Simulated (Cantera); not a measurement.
An adiabatic, constant-pressure homogeneous reactor starts with 43.0 % CO, 8.18 % H2, 10.2 % O2, 38.5 % N2, equivalence ratio 2.5, at 975 K and 420 Torr.

Computed with Cantera and GRI-Mech 3.0 (53 species, 325 reactions).

Q: Predict: time of steepest temperature rise; temperature at 2.00 s; equilibrium temperature; x(CO) at 2.00 s; x(H2) at 2.00 s; x(O2) at 2.00 s; x(HO2) at 2.00 s; x(H2O2) at 2.00 s; x(CO2) at 2.00 s.

A: 
```json
{
 "time_of_steepest_temperature_rise": "0.779 ms",
 "temperature at 2.00 s": "2470 K",
 "equilibrium_temperature": "2470 K",
 "x(CO) at 2.00 s": "0.320 (gas-phase equilibrium 0.320)",
 "x(H2) at 2.00 s": "0.0218 (gas-phase equilibrium 0.0218)",
 "x(O2) at 2.00 s": "0.000427 (gas-phase equilibrium 0.000427)",
 "x(HO2) at 2.00 s": "8.84e-8 (gas-phase equilibrium 8.84e-8)",
 "x(H2O2) at 2.00 s": "6.67e-9 (gas-phase equilibrium 6.67e-9)",
 "x(CO2) at 2.00 s": "0.157 (gas-phase equilibrium 0.157)"
}
```
